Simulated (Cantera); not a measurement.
A Cantera script and what it prints.

```python
import numpy as np
import cantera as ct

gas_names = [...]  # 151 gases of nasa_gas.yaml made of C, H, N, O, Si
cond_names = """
    C(gr) C6H6(L) C7H8(L) C8H18(L),n-octa H2O(s) H2O(L) Si(cr) Si(L) SiC(b) SiO2(Lqz) SiO2(hqz) SiO2(L)
    Si2N2O(s) Si3N4(a)
""".split()


# ... load() reads the species with a 1 bar reference pressure and builds the phases ...
atoms = {
    'TEOS': {'Si': 1, 'C': 8, 'H': 20, 'O': 4},
    'N2O': {'N': 2, 'O': 1},
}
top_T = {'C(gr)': 4500, 'SiC(b)': 3050, 'Si2N2O(s)': 2100, 'Si3N4(a)': 2400}  # K; cautious upper limits of use, not melting points


# ... equilibrate(T, P, feed) seeds the gas with the atoms and calls Mixture.equilibrate('TP', solver="vcs", rtol=1e-11, max_steps=5000) ...
results = []
feed = {'TEOS': 1, 'N2O': 0.16}  # mol
P = 480  # Pa
for T in [673, 873, 1073, 1273, 1473, 1673, 1873, 2073]:
    mix = equilibrate(T, P, feed)
    results.append((T, P, feed, dict(zip(mix.species_names, mix.species_moles))))
    x = sorted(zip(gas.X, gas.species_names), reverse=True)
    print(f"T = {T:g} K  P = {P:g} Pa  gas = {mix.phase_moles(0):.4g} mol")
    print("   x: " + "  ".join(f"{s} {v:.3e}" for v, s in x if v > 1e-06))
    print("   condensed (mol): " + ("  ".join(f"{mix.phase(i).name} {mix.phase_moles(i):.4g}"
          for i in range(1, mix.n_phases) if mix.phase_moles(i) > 1e-12) or "none"))
```

Output:

```
T = 673 K  P = 480 Pa  gas = 10.39 mol
   x: H2 7.734e-01  H2O 1.017e-01  CH4 4.382e-02  CO2 4.054e-02  CO 2.520e-02  N2 1.540e-02  NH3 5.452e-06
   condensed (mol): C(gr) 6.862  SiO2(Lqz) 1
T = 873 K  P = 480 Pa  gas = 12.25 mol
   x: H2 8.108e-01  CO 1.704e-01  N2 1.306e-02  H2O 2.820e-03  CO2 1.581e-03  CH4 1.416e-03
   condensed (mol): C(gr) 5.877  SiO2(hqz) 1
T = 1073 K  P = 480 Pa  gas = 12.32 mol
   x: H2 8.115e-01  CO 1.752e-01  N2 1.299e-02  CH4 1.452e-04  H2O 8.874e-05  CO2 2.076e-05  HCN 1.583e-06
   condensed (mol): C(gr) 5.84  SiO2(hqz) 1
T = 1273 K  P = 480 Pa  gas = 12.55 mol
   x: H2 7.970e-01  CO 1.992e-01  N2 3.746e-03  CH4 2.864e-05  SiO 1.321e-05  H 9.189e-06  H2O 9.065e-06  HCN 8.723e-06  CO2 1.369e-06
   condensed (mol): C(gr) 5.501  SiO2(hqz) 0.7739  Si2N2O(s) 0.113
T = 1473 K  P = 480 Pa  gas = 14.32 mol
   x: H2 6.981e-01  CO 2.900e-01  N2 1.113e-02  SiO 5.065e-04  H 1.526e-04  HCN 7.677e-05  CH4 6.869e-06  C2H2,acetylene 4.542e-06  H2O 2.035e-06  HNC 1.185e-06
   condensed (mol): C(gr) 2.853  SiC(b) 0.9927
T = 1673 K  P = 480 Pa  gas = 14.33 mol
   x: H2 6.970e-01  CO 2.892e-01  N2 1.102e-02  H 1.372e-03  SiO 1.083e-03  HCN 2.763e-04  C2H2,acetylene 3.971e-05  HNC 7.712e-06  CH4 2.831e-06  Si 1.163e-06
   condensed (mol): C(gr) 2.866  SiC(b) 0.9845
T = 1873 K  P = 480 Pa  gas = 14.38 mol
   x: H2 6.911e-01  CO 2.874e-01  N2 1.074e-02  H 7.744e-03  SiO 1.954e-03  HCN 7.445e-04  C2H2,acetylene 2.157e-04  Si 6.099e-05  HNC 3.307e-05  SiH 3.273e-06  CH4 1.398e-06  SiC2 1.338e-06  SiH2 1.125e-06
   condensed (mol): C(gr) 2.88  SiC(b) 0.9709
T = 2073 K  P = 480 Pa  gas = 14.57 mol
   x: H2 6.691e-01  CO 2.824e-01  H 3.105e-02  N2 1.013e-02  SiO 3.096e-03  HCN 1.601e-03  Si 1.477e-03  C2H2,acetylene 8.200e-04  HNC 1.034e-04  SiC2 8.486e-05  Si2C 5.447e-05  SiH 4.814e-05  SiH2 7.542e-06  SiN 2.267e-06  CN 2.056e-06  Si2 1.290e-06
   condensed (mol): C(gr) 2.903  SiC(b) 0.9297
```

Equilibrium computed with Cantera from the NASA thermochemical tables; the gas is ideal and each condensed phase is pure. The feed counts by its element totals alone. Mutual solubility and eutectic melting of coexisting phases are not modelled. The tables hold silica as quartz up to 1696 K and as liquid above; real silica turns to tridymite and cristobalite and melts near 1996 K.
